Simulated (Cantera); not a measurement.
A closed system holds: 1 mol SrCl2, 1 mol H2, 430 mol N2, 1.1 mol HCl, at 70.0 Pa.

Method: chemical equilibrium by Gibbs-energy minimisation in Cantera with the NASA 1993 tables (ideal gas, pure condensed phases). Candidate condensed phases: NH4Cl, Sr, SrCl2; 15 gas species. Rates play no part.

x: gas mole fraction; n: condensed amount in mol.

```csv
T (K),x N2,x HCl,x H2,x SrCl2,x H,n SrCl2(s),n SrCl2(l)
950,0.995,0.00255,0.00231,3.47e-7,1.01e-9,1.000,0
1000,0.995,0.00255,0.00231,2.91e-6,4.13e-9,0.999,0
1050,0.995,0.00255,0.00231,1.90e-5,1.47e-8,0.992,0
1100,0.995,0.00255,0.00231,…,…,0.956,0
1150,0.995,0.00254,0.00231,0.000470,1.36e-7,0,0.797
1200,0.993,0.00254,0.00231,0.00175,3.59e-7,0,0.241
1250,0.993,0.00254,0.00231,0.00231,…,0,0
1300,0.993,0.00254,0.00231,0.00231,2.01e-6,0,0
1350,0.993,0.00254,0.00231,0.00231,4.33e-6,0,0
1400,0.993,0.00253,0.00231,0.00231,8.83e-6,0,0
```

### Question
Fill in the missing entries.

### Answer

- 1100, x SrCl2: 0.000103
- 1100, x H: 4.70e-8
- 1250, x H: 8.78e-7
